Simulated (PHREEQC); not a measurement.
**Reverse-osmosis permeate (model solution)**

Synthetic water in mmol/kgw, 8.2 °C, pH 5.88, pe 11.6:

```
constituent                mmol/kgw
-------------------------  --------
Na                            0.381
K                             0.148
Ca                            0.113
Mg                           0.0877
Cl                            0.382
S(6)                           0.02
Alkalinity (meq/kgw)          0.519
Sr                          0.00219
B                           0.00092
O(0) (counted as O atoms)     0.028
Pb                           0.0092
Ni                         0.000652
N(5)                        0.00347
```

Cl is adjusted to close the charge balance.
Valence states are taken as typed.

Computed with PHREEQC (ion-association model, wateq4f.dat).

Each row changes one thing in this solution. This is a speciation only: nothing precipitates in the calculation.

| case | CO2 (mol/kgw) | Pb+2 (mol/kgw) | PbHCO3+ (mol/kgw) | PbCO3 (mol/kgw) | CaHCO3+ (mol/kgw) | MgHCO3+ (mol/kgw) | SI of Cerrusite (PbCO3) | SI of Anglesite (PbSO4) |
|---|---|---|---|---|---|---|---|---|
| as made | 0.00198 | 5.91e-6 | 2.08e-6 | 1.03e-6 | 4.39e-7 | 4.34e-7 | +0.11 | -2.19 |
| Pb from 0.0092 to 0.0046 mmol/kgw | 0.00199 | 2.95e-6 | 1.04e-6 | 5.15e-7 | 4.41e-7 | 4.36e-7 | -0.19 | -2.49 |
| pH from 5.88 to 5.58 at the same alkalinity | 0.00397 | 6.28e-6 | 2.22e-6 | 5.49e-7 | 4.41e-7 | 4.36e-7 | -0.16 | … |
| temperature from 8.2 to 75 °C at the same typed pH | 0.00136 | 5.08e-6 | 1.74e-6 | 2.08e-6 | … | 6.72e-7 | -0.30 | -2.61 |

**Question.** Complete the blanks.

**Answer.** 
- pH from 5.88 to 5.58 at the same alkalinity, SI of Anglesite (PbSO4): -2.16
- temperature from 8.2 to 75 °C at the same typed pH, CaHCO3+ (mol/kgw): 8.83e-7

Species that the database lacks are ignored. Some of these states are supersaturated (in Cerrusite, for instance). At this temperature some constants are extrapolated from 25 °C, and those without enthalpy data are left unchanged. The database's nickel carbonate constants are estimates that later reviews lower a good deal.
